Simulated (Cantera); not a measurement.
Input: 1 mol CCl4, 0.04 mol CH4, at 1052 °C and 10.0 mbar.

These are equilibrium values from Cantera (NASA tables, ideal gas, pure condensed phases), not measurements of a reactor. Candidate condensed phases: C, C6H6, C7H8, C8H18; 91 gas species. Rates play no part.

Base state: Cl2 0.791, Cl 0.137, HCl 0.0716 (mole fractions); condensed: C(graphite).

Task: What changes in the equilibrium state with this change: CH4 from 0.04 to 0.11 mol?

Result: 
| species | before | after |
|---|---|---|
| Cl2 | 0.791 | 0.687 |
| HCl | 0.0716 | 0.186 |
| Cl | 0.137 | 0.128 |
| C(graphite), mol | 1.04 | 1.11 |
